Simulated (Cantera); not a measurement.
An isothermal, constant-pressure homogeneous reactor starts with CH4 : H2 = 1 : 6.7 (molar parts), at 1173 K and 1000 Pa. Integrator tolerance rtol = 1e-08.

Detailed kinetics in Cantera: GRI-Mech 3.0 (53 species, 325 reactions). GRI-Mech 3.0 stops at C3 and has no aromatics, soot or wall deposition, so with more carbon than oxygen in the feed, carbon stays in small species such as C2H2 where larger ones or solid carbon would form. Radical loss at walls, strong at low pressure, is not modelled.

Q: What does this change do: temperature 1173 to 1948 K?

A: 
| quantity | before | after |
|---|---|---|
| x(CH4) at 7.00 s | 0.130 (gas-phase equilibrium 0.0855) | 4.77e-5 (gas-phase equilibrium 4.51e-5) |
| x(H2) at 7.00 s | 0.870 (gas-phase equilibrium 0.895) | 0.932 (gas-phase equilibrium 0.932) |
| x(C2H4) at 7.00 s | 8.37e-8 (gas-phase equilibrium 0.00281) | 4.80e-6 (gas-phase equilibrium 4.80e-6) |
| x(C2H) at 7.00 s | <1e-12 (gas-phase equilibrium 2.95e-12) | 1.05e-5 (gas-phase equilibrium 1.05e-5) |
| x(C2H2) at 7.00 s | 4.34e-10 (gas-phase equilibrium 0.0170) | 0.0571 (gas-phase equilibrium 0.0571) |
| x(C2H6) at 7.00 s | 2.61e-7 (gas-phase equilibrium 5.31e-6) | 3.11e-11 (gas-phase equilibrium 2.83e-11) |
